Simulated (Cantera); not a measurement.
B2H6 + H2O + N2 (boron, boron nitride and boron oxide)

A closed system holds: 1 mol B2H6, 2.9 mol H2O, 0.21 mol N2, equilibrated at 1.33 mbar.

Cantera equilibrium calculation (NASA polynomials, part measured and part estimated; ideal gas, pure solids and liquids). Candidate condensed phases: B, BN, B2O3, B3O3H3, H2O; 39 gas species. The feed counts by its element totals alone. N2 is the only nitrogen source here; it is nearly inert below about 1500 K, so the nitride shown seldom forms there in practice. Mutual solubility and eutectic melting of coexisting phases are not modelled. The numbers say what is thermodynamically allowed, not how fast it happens.

| T (°C) | x H2 | x B2O3 | x HBO | x HBO2 | x N2 | x B2O2 | x BO | x H | n BN(s) | n B2O3(l) |
|---|---|---|---|---|---|---|---|---|---|---|
| 952 | 0.970 | 1.54e-5 | 0.000124 | 0.000548 | 0.0289 | 2.95e-7 | 4.46e-8 | 8.41e-6 | 0.0687 | 0.964 |
| 1052 | 0.968 | 0.000275 | 0.00105 | 0.00188 | 0.0288 | 1.46e-5 | 1.65e-6 | 4.41e-5 | 0.0694 | 0.955 |
| 1152 | 0.955 | 0.00322 | 0.00652 | 0.00531 | 0.0290 | 0.000411 | 3.64e-5 | 0.000183 | 0.0635 | 0.910 |
| 1252 | 0.890 | 0.0269 | 0.0298 | 0.0129 | 0.0324 | 0.00698 | 0.000515 | 0.000611 | 0 | 0.641 |
| 1352 | 0.787 | 0.0884 | 0.0413 | 0.0372 | 0.0295 | 0.0118 | 0.00197 | 0.00171 | 0 | 0 |
| 1452 | 0.779 | 0.0829 | 0.0448 | 0.0418 | 0.0294 | 0.0113 | 0.00501 | 0.00449 | 0 | 0 |
| 1552 | 0.767 | 0.0766 | 0.0468 | 0.0464 | 0.0292 | 0.0104 | 0.0112 | 0.0106 | 0 | 0 |
x: gas mole fraction; n: condensed amount in mol.

From 952 °C to 1152 °C the condensed part is BN(s) + B2O3(l). At 1252 °C the condensed part is B2O3(l). From 1352 °C to 1552 °C nothing is condensed. The main B-bearing gas is HBO2 at 952 °C and B2O3 at 1552 °C.
